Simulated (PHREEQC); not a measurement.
Synthetic water in mg/kgw, 43 °C, pH 7.78, pe 1.1: Na 1830; K 6.43; Ca 4.07; Mg 283; Cl 3420; S(6) as SO4 196; Alkalinity as HCO3 2.14; Br 16.8.

Valence states are taken as typed.

Computed with PHREEQC (ion-association model, phreeqc.dat).

### Question
The ionic strength comes out as 0.113 mol/kgw. What activity coefficients do MgHCO3+, MgOH+, Mg+2, Na+, Br- get?

### Answer
MgHCO3+ 0.75, MgOH+ 0.79, Mg+2 0.38, Na+ 0.77, Br- 0.74.

No solid was allowed to form. Species that the database lacks are ignored. Away from 25 °C the constants follow the database's enthalpies or fits; those with neither stay at their 25 °C values.
